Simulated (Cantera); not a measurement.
Input: 1 mol Si2H6, 0.33 mol O2, held at 33.0 Torr.

Method: chemical equilibrium by Gibbs-energy minimisation in Cantera with the NASA 1993 tables (ideal gas, pure condensed phases). Candidate condensed phases: H2O, Si, SiO2; 18 gas species. The feed counts by its element totals alone. Mutual solubility and eutectic melting of coexisting phases are not modelled. The tables hold silica as quartz up to 1696 K and as liquid above; real silica turns to tridymite and cristobalite and melts near 1996 K. Gases not in the tables: Si2H6 and higher silanes. Rates play no part.

### Question
Which condensed phases are stable at each of these points (T (K)): 1598, 1648, 1698, 1748, 1798, 1848, 1898, 1948, 1998?

### Answer
```
T (K)        condensed phases  Si condensed (%)
-----  ----------------------  ----------------
1598   Si(s) + SiO2(β-quartz)              90.0
1648   Si(s) + SiO2(β-quartz)              76.4
1698                    Si(l)              67.0
1748                    Si(l)              67.0
1798                    Si(l)              67.0
1848                    Si(l)              67.0
1898                    Si(l)              66.9
1948                    Si(l)              66.9
1998                    Si(l)              66.8
```

From 1598 K to 1648 K the condensed part is Si(s) + SiO2(β-quartz). From 1698 K to 1998 K the condensed part is Si(l).
